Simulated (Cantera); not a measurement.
Standard-state values (1 bar) from the NASA 1993 polynomials, evaluated with Cantera. Values are per mole of reaction as written; species without (g) are pure solids or liquids, kept so even where they would boil at 1 bar.

Question: Between 1123 and 1423 K, where is each reaction favourable under standard conditions?
- 2 O(g) ⇌ O2(g)
- 2 O(g) + NF3(g) ⇌ NO2(g) + 3 F(g)
- N2(g) + 2 NO(g) ⇌ 2 N2O(g)

Answer: 
- 2 O(g) ⇌ O2(g): ΔG° is -359 kJ at 1123 K and -320 kJ at 1423 K; it stays negative (K > 1). ΔH° is -508 kJ and ΔS° -132 J/K at 1423 K.
- 2 O(g) + NF3(g) ⇌ NO2(g) + 3 F(g): ΔG° is -245 kJ at 1123 K and -284 kJ at 1423 K; it stays negative (K > 1). ΔH° is -98 kJ and ΔS° 131 J/K at 1423 K.
- N2(g) + 2 NO(g) ⇌ 2 N2O(g): ΔG° is 175 kJ at 1123 K and 226 kJ at 1423 K; it stays positive (K < 1). ΔH° is -12 kJ and ΔS° -168 J/K at 1423 K.
